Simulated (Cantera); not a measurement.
Charge: 1 mol Fe2O3, 0.61 mol H2O, 0.011 mol O2, at 1225 °C.

Equilibrium computed with Cantera from the NASA thermochemical tables; the gas is ideal and each condensed phase is pure. Candidate condensed phases: Fe, FeO, Fe(OH)2, Fe(OH)3, Fe2O3, Fe3O4, H2O; 12 gas species. Kinetics and transport are ignored.

Task: At 3150 Torr, list the 3 most abundant gas species with their mole fractions, and the condensed phases.

Result: H2O 0.982, O2 0.0177, OH 9.07e-5. Condensed: Fe2O3(s).
